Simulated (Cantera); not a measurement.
# Thermodynamics of silicon nitride deposition, feed SiH₂Cl₂ + NH₃ + N₂

Feed: 1 mol SiH₂Cl₂, 19 mol NH₃, 8.9 mol N₂, equilibrated at 1525 °C and 13.3 mbar.

Cantera equilibrium calculation (NASA polynomials, part measured and part estimated; ideal gas, pure solids and liquids). Candidate condensed phases: NH₄Cl, Si, Si₃N₄; 28 gas species. The tables' values for SiCl, SiCl₃ are old estimates; treat these amounts as uncertain. Gases not in the tables: Si₂H₆ and higher silanes. Rates play no part.

- x(H₂): 0.586
- x(N₂): 0.376
- x(HCl): 0.0307
- x(SiCl₂): 0.00498
- x(H): 0.00233
- x(Si): 0.000231
- x(SiCl): 9.37e-5
- x(Cl): 9.35e-5
- x(SiH): 2.35e-5
- n(Si(l)): 0.736 mol
- gas amount: 48.97 mol
